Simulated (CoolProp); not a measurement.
A simple Rankine cycle with n-pentane: condensing at 299.15 K, boiler at 2.52 MPa, turbine inlet 455.8 K, turbine efficiency 0.65, pump efficiency 0.6, no recuperator. Each further row changes one setting.

Values from CoolProp's reference Helmholtz-energy equation of state, Thol 2019.

```
case                             thermal efficiency (%)  net work (kJ/kg)  heat in (kJ/kg)  turbine exit temperature (K)  volume ratio over the turbine
-------------------------------  ----------------------  ----------------  ---------------  ----------------------------  -----------------------------
as stated                                          14.4              85.9              598                         377.9                           49.3
turbine inlet 475.8 K                              14.3              95.0              664                         404.8                           43.4
condensing temperature 291.15 K                    15.2        (withheld)              617                         373.8                           66.3
boiler pressure 1.76 MPa                           13.5              85.9              636                         395.9                     (withheld)
turbine efficiency 0.55                      (withheld)              71.7              598                         384.9                           50.3
```

Question: Some entries are withheld; supply them.

Answer: 
- condensing temperature 291.15 K, net work (kJ/kg): 93.8
- boiler pressure 1.76 MPa, volume ratio over the turbine: 28.0
- turbine efficiency 0.55, thermal efficiency (%): 12.0
